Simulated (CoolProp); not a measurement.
The fluid at 293.15 K and 0.13 MPa is throttled through a valve to 0.0183 MPa with no heat exchange. The same conditions are run with several fluids, on thermodynamics alone (safety and materials aside).

Values from CoolProp's reference Helmholtz-energy equation of state of each fluid (CH2F2 (R32): Tillner-Roth 1997; cyclopropane: Polt 1992; R13: Platzer 1990; ammonia: Gao 2020; carbon monoxide: Lemmon 2006). The equations of Platzer and Polt are older, rougher fits.

Problem. Rank CH2F2 (R32), cyclopropane, R13, ammonia, carbon monoxide by temperature change (K), highest first.

Solution. carbon monoxide (-0.3), R13 (-1.3), cyclopropane (-2.9), CH2F2 (R32) (-3.1), ammonia (-3.5)

| fluid | final density (kg/m³) |
|---|---|
| CH2F2 (R32) | 0.396 |
| cyclopropane | 0.320 |
| R13 | 0.789 |
| ammonia | 0.130 |
| carbon monoxide | 0.211 |
